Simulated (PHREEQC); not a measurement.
Brine

Make-up at 20 °C: 0.33 mol MgSO4, 0.078 mol K2SO4 and 0.0003 mol H4SiO4 per kg of water. Closed to the air; pH follows from the charge balance.

All values are PHREEQC results (Pitzer model, pitzer.dat), not measurements.

No solid was allowed to form.

Question: What pH does the model give?

Answer: pH 6.68.

In brines, pH and single-ion activities rest on the MacInnes convention.
